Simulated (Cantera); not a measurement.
A Cantera script and its output.

```python
import numpy as np
import cantera as ct

gas = ct.Solution("gri30.yaml")
gas.TPX = 675, 101325, {'CH4': 1, 'CO': 0.11, 'O2': 1.28, 'N2': 4.83}
inlet = ct.Reservoir(gas, clone=True)
gas.equilibrate("HP")  # start burning
reactor = ct.IdealGasConstPressureReactor(gas, energy="on", clone=False)
exhaust = ct.Reservoir(gas, clone=True)
tau = [0.21, 0.077, 0.029, 0.011, 0.0041, 0.0015, 0.00058, 0.00022, 8.1e-05, 3e-05, 1.1e-05, 4.3e-06][0]
for a, b in ((inlet, reactor), (reactor, exhaust)):
    ct.MassFlowController(a, b, mdot=lambda t: reactor.mass / tau)
net = ct.ReactorNet([reactor])
show = ['CH4', 'CO', 'O2', 'C2H', 'CO2', 'NO']

rows = []
print(f"{'tau/s':>10s}{'T/K':>9s}" + "".join(f"{s:>11s}" for s in show))
for tau in [0.21, 0.077, 0.029, 0.011, 0.0041, 0.0015, 0.00058, 0.00022, 8.1e-05, 3e-05, 1.1e-05, 4.3e-06]:
    net.initial_time = 0.0
    net.advance(30 * tau)
    before = gas.X
    net.advance(40 * tau)
    drift = np.max(np.abs(gas.X - before) / (gas.X + 1e-9))
    rows.append([gas.T, *gas[show].X, drift])
    print(f"{tau:10.3e}{gas.T:9.1f}" + "".join(f"{x:11.3e}" for x in gas[show].X))
```

It prints:

```
     tau/s      T/K        CH4         CO         O2        C2H        CO2         NO
 2.100e-01   2107.2  1.222e-04  1.031e-01  3.812e-05  2.929e-09  3.640e-02  1.365e-04
 7.700e-02   2106.0  2.547e-04  1.029e-01  9.109e-05  1.427e-08  3.644e-02  1.657e-04
 2.900e-02   2104.5  4.908e-04  1.023e-01  2.129e-04  5.807e-08  3.649e-02  1.799e-04
 1.100e-02   2101.6  8.554e-04  1.014e-01  4.843e-04  1.886e-07  3.653e-02  1.763e-04
 4.100e-03   2094.8  1.375e-03  1.000e-01  1.088e-03  4.916e-07  3.638e-02  1.521e-04
 1.500e-03   2079.2  2.174e-03  9.846e-02  2.474e-03  1.041e-06  3.561e-02  1.086e-04
 5.800e-04   2044.8  3.632e-03  9.711e-02  5.689e-03  1.681e-06  3.341e-02  6.071e-05
 2.200e-04    675.0  1.385e-01  1.524e-02  1.773e-01 -2.937e-37  8.971e-15 -1.892e-19
 8.100e-05    675.0  1.385e-01  1.524e-02  1.773e-01  1.767e-40  3.429e-15  1.072e-22
 3.000e-05    675.0  1.385e-01  1.524e-02  1.773e-01 -4.098e-41  1.402e-15  6.991e-24
 1.100e-05    675.0  1.385e-01  1.524e-02  1.773e-01 -2.353e-43  4.574e-16  5.223e-27
 4.300e-06    675.0  1.385e-01  1.524e-02  1.773e-01  5.427e-46  1.768e-16  1.368e-30
```

Computed with Cantera and GRI-Mech 3.0 (53 species, 325 reactions).
